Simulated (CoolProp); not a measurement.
The fluid at 300 K and 9.58 MPa is throttled through a valve to 4.76 MPa with no heat exchange. The same conditions are run with several fluids, on thermodynamics alone (safety and materials aside).

The numbers come from the reference Helmholtz-energy equation of state of each fluid (cyclopentane: Gedanitz 2015; carbonyl sulfide: Lemmon 2006; n-butane: Bücker 2006; hydrogen chloride: Thol 2018; isobutane: Bücker 2006) in CoolProp.

```
fluid              temperature change (K)  final density (kg/m³)
-----------------  ----------------------  ---------------------
cyclopentane                         +2.2                    741
carbonyl sulfide                     +0.7                    997
n-butane                                ?                      ?
hydrogen chloride                       ?                      ?
isobutane                               ?                      ?
```

Problem. What belongs in the gaps?

Solution. 
- n-butane, temperature change (K): +1.6
- n-butane, final density (kg/m³): 577
- hydrogen chloride, temperature change (K): -2.7
- hydrogen chloride, final density (kg/m³): 815
- isobutane, temperature change (K): +1.4
- isobutane, final density (kg/m³): 556
